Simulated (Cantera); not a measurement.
An isothermal, constant-pressure homogeneous reactor starts with 5.56 % NO, 94.4 % N2, at 2050 K and 29000 Pa.

Cantera simulation using GRI-Mech 3.0 (53 species, 325 reactions); the numbers are that mechanism's predictions, not measurements.

x: mole fraction; the columns are a selection and need not sum to one.

```
t (s)       x NO       x N2O   x N2      x O2       x O
--------  ------  ----------  -----  --------  --------
0.000400  0.0556  (withheld)  0.944   4.00e-9   6.71e-7
0.000900  0.0556  (withheld)  0.944   2.24e-8   1.70e-6
0.00203   0.0555  (withheld)  0.944   1.33e-7   4.46e-6
0.00456   0.0555     1.49e-6  0.944   8.11e-7   1.13e-5
0.0103    0.0555     1.51e-6  0.944   4.89e-6   2.57e-5
0.0231    0.0554     1.50e-6  0.944   2.71e-5   4.78e-5
0.0520    0.0553     1.49e-6  0.945  0.000112   6.29e-5
0.117     0.0548     1.46e-6  0.945  0.000334   6.94e-5
0.263     0.0537     1.41e-6  0.945  0.000863   8.08e-5
0.592     0.0511  (withheld)  0.947   0.00216  0.000103
1.33      0.0447  (withheld)  0.950   0.00536  0.000145
3.00      0.0307  (withheld)  0.957    0.0123  0.000207
```

### Question
Some entries are withheld; supply them.

### Answer

- 0.000400, x N2O: 4.90e-7
- 0.000900, x N2O: 8.86e-7
- 0.00203, x N2O: 1.30e-6
- 0.592, x N2O: 1.27e-6
- 1.33, x N2O: 9.85e-7
- 3.00, x N2O: 5.08e-7
